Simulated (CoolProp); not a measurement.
Vapour-liquid equilibrium of propane (1) + dimethyl ether (2) at -77.35 °C; x and y are mole fractions of (1).

Model: multi-fluid Helmholtz-energy mixture model, Lemmon 2009 and Wu 2011; pair parameters Bell 2016, in CoolProp.

| x | bubble pressure, mixture model (kPa) | bubble pressure, Raoult's law (kPa) | y, mixture model | y, Raoult's law |
|---|---|---|---|---|
| 0.05 | 6.623 | 5.469 | 0.289 | 0.142 |
| 0.2 | 10.03 | 7.055 | 0.588 | 0.440 |
| 0.35 | 11.96 | 8.641 | 0.695 | 0.628 |
| 0.5 | 13.19 | 10.23 | 0.758 | 0.758 |
| 0.65 | 14.09 | 11.81 | 0.811 | 0.854 |
| 0.8 | 14.83 | 13.40 | 0.872 | 0.926 |
| 0.95 | 15.40 | 14.99 | 0.959 | 0.984 |

The largest gap from Raoult's law is +42.2 % in bubble pressure, at x = 0.2. No azeotrope shows between x = 0.05 and 0.95.

Pair parameters are fitted to limited data, so mixtures are less certain than the pure fluids.
